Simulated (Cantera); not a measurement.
Cantera with NASA thermochemical tables; ideal gases at 1 bar, condensed phases pure. Values are per mole of reaction as written; species without (g) are pure solids or liquids, kept so even where they would boil at 1 bar.

2 Na2SO4 ⇌ S2(g) + 4 Na(g) + 4 O2(g)

```csv
T (K),ΔH° (kJ),ΔS° (J/K),ΔG° (kJ),log10 K,condensed phases
300,3333.2,1364.4,2923.8,-509.08,Na2SO4(s)
898,3256.3,1231.6,2150.3,-125.08,Na2SO4(s)
998,3242.8,1217.3,2027.9,-106.14,Na2SO4(s)
1098,3228.2,1203.4,1906.8,-90.71,Na2SO4(s)
1198,[?],[?],[?],[?],Na2SO4(l)
1298,3153.0,1139.1,1674.4,-67.38,Na2SO4(l)
1398,[?],[?],[?],[?],Na2SO4(l)
1498,3127.5,1120.8,1448.5,-50.51,Na2SO4(l)
```

Some entries are withheld; supply them.


- 1198, ΔH° (kJ): 3166.0
- 1198, ΔS° (J/K): 1149.5
- 1198, ΔG° (kJ): 1788.8
- 1198, log10 K: -78.00
- 1398, ΔH° (kJ): 3140.2
- 1398, ΔS° (J/K): 1129.6
- 1398, ΔG° (kJ): 1561.0
- 1398, log10 K: -58.32
